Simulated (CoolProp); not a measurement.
A closed Brayton cycle with carbon dioxide: compressor inlet 309.15 K and 9 MPa, high pressure 18.9 MPa, turbine inlet 850 K, compressor efficiency 0.85, turbine efficiency 0.93, recuperator effectiveness 0.8 (on enthalpy, no pinch check). Each further row changes one setting.

Computed with CoolProp (reference Helmholtz-energy equation of state, Span 1996).

```json
[
 {"case": "as stated", "thermal efficiency (%)": "27.3", "net work (kJ/kg)": "89.1", "compressor to turbine work": "0.16", "compressor exit (K)": "331.0", "turbine exit (K)": "755.9"},
 {"case": "turbine inlet 800 K", "thermal efficiency (%)": "26.6", "net work (kJ/kg)": "82.2", "compressor to turbine work": "0.17", "compressor exit (K)": "331.0", "turbine exit (K)": "709.3"},
 {"case": "compressor inlet 319.15 K", "thermal efficiency (%)": "27.6", "net work (kJ/kg)": "77.2", "compressor to turbine work": "0.27", "compressor exit (K)": "369.9", "turbine exit (K)": "755.9"},
 {"case": "high pressure 16.1 MPa", "thermal efficiency (%)": "23.7", "net work (kJ/kg)": "71.8", "compressor to turbine work": "0.15", "compressor exit (K)": "325.9", "turbine exit (K)": "775.8"},
 {"case": "recuperator effectiveness 0.5", "thermal efficiency (%)": "18.4", "net work (kJ/kg)": "89.1", "compressor to turbine work": "0.16", "compressor exit (K)": "331.0", "turbine exit (K)": "755.9"}
]
```
